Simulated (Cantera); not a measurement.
Mixture: CH4 : H2 : O2 : N2 = 1 : 0.054 : 4.22 : 15.9 (molar parts), at 1.00 bar, adiabatic and at constant volume. Ignition delay is the time to a rise of 400 K.

Cantera simulation using GRI-Mech 3.0 (53 species, 325 reactions); the numbers are that mechanism's predictions, not measurements.

Q: Predict: delay at 1225 K; delay at 1375 K; delay at 1525 K; delay at 1675 K; delay at 1825 K; apparent activation energy between 1750 and 1900 K.

A: 
```json
{
 "delay at 1225 K": "12.5 ms",
 "delay at 1375 K": "2.23 ms",
 "delay at 1525 K": "0.568 ms",
 "delay at 1675 K": "0.196 ms",
 "delay at 1825 K": "82.1 µs",
 "apparent activation energy between 1750 and 1900 K": "150 kJ/mol"
}
```
